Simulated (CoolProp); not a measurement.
Computed with CoolProp (reference Helmholtz-energy equation of state, Lemmon 2003). It is a pseudo-pure fit of the blend.

Problem. For R404A, give the phase and the density (kg/m³), speed of sound (m/s), Joule-Thomson coefficient (K/MPa), conductivity (mW/(m K)) at 38.35 °C and 274 kPa.

Solution. 
- 38.35 °C and 274 kPa: gas; density 10.7, speed of sound 166, Joule-Thomson coefficient 15.2, conductivity 14.7

Thermal conductivity comes from a separate model (Geller 2001).
